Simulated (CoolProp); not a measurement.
A single-stage vapour-compression cycle with R152A: evaporating at 313.15 K (dew point), condensing at 378.15 K (bubble point), superheat 0 K, subcooling 8 K, compressor efficiency 0.75, no pressure losses. Each further row changes one setting.

Model: reference Helmholtz-energy equation of state, Outcalt 1996, in CoolProp. It is a modified Benedict-Webb-Rubin equation, recast in Helmholtz form.

| case | cooling COP | pressure ratio | discharge temperature (K) | refrigerating effect (kJ/kg) | volumetric capacity (kJ/m³) |
|---|---|---|---|---|---|
| as stated | 2.26 | 4.24 | 400.7 | 139 | 3930 |
| evaporating temperature 318.15 K | 2.56 | 3.72 | 398.9 | 142 | 4590 |
| condensing temperature 373.15 K | 2.63 | 3.85 | 394.3 | 151 | 4280 |
| subcooling 13 K | 2.48 | 4.24 | 400.7 | 152 | 4310 |
| superheat 10 K | 2.31 | 4.24 | 409.9 | 153 | 4070 |
| compressor efficiency 0.65 | 1.96 | 4.24 | 405.4 | 139 | 3930 |
